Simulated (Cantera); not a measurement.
A closed system holds: 1 mol Si3N4, 1.9 mol N2O, 510 mol N2, at 10.0 mbar.

Equilibrium computed with Cantera from the NASA thermochemical tables; the gas is ideal and each condensed phase is pure. Candidate condensed phases: Si, SiO2, Si2N2O, Si3N4; 16 gas species. Mutual solubility and eutectic melting of coexisting phases are not modelled. The tables' values for SiN are old estimates; treat these amounts as uncertain. The tables hold silica as quartz up to 1696 K and as liquid above; real silica turns to tridymite and cristobalite and melts near 1996 K. Rates play no part.

x: gas mole fraction; n: condensed amount in mol.

```csv
T (K),x N2,x SiO,x Si,x SiN,x Si2N,n SiO2(β-quartz),n Si2N2O(s),n Si3N4(s),n Si(l)
973,1.00,<1e-12,<1e-12,<1e-12,<1e-12,0.267,1.37,0,0
1073,1.00,1.02e-10,<1e-12,<1e-12,<1e-12,0.267,1.37,0,0
1173,1.00,1.31e-8,<1e-12,<1e-12,<1e-12,0.267,1.37,0,0
1273,1.000,7.71e-7,<1e-12,<1e-12,<1e-12,0.267,1.37,0,0
1373,1.000,2.48e-5,1.41e-12,<1e-12,<1e-12,0.262,1.36,0,0
1473,1.000,?,?,1.96e-11,<1e-12,?,1.28,0,0
1573,0.998,?,?,2.95e-9,?,0,1.10,0,0
1673,0.998,0.00172,8.98e-6,5.95e-7,2.30e-7,0,1.02,0.0265,0
1773,0.996,0.00369,0.000146,6.98e-6,7.90e-6,0,0,0.338,0
1873,0.995,0.00368,0.000882,3.17e-5,4.71e-5,0,0,0,0.571
1973,0.994,0.00368,0.00196,5.42e-5,4.52e-5,0,0,0,0
2073,0.994,0.00368,0.00205,4.50e-5,1.14e-5,0,0,0,0
```

Question: Fill in the missing entries.

Answer: 
- 1473, x SiO: 0.000494
- 1473, x Si: 1.36e-10
- 1473, n SiO2(β-quartz): 0.182
- 1573, x SiO: 0.00156
- 1573, x Si: 3.09e-8
- 1573, x Si2N: 2.70e-11
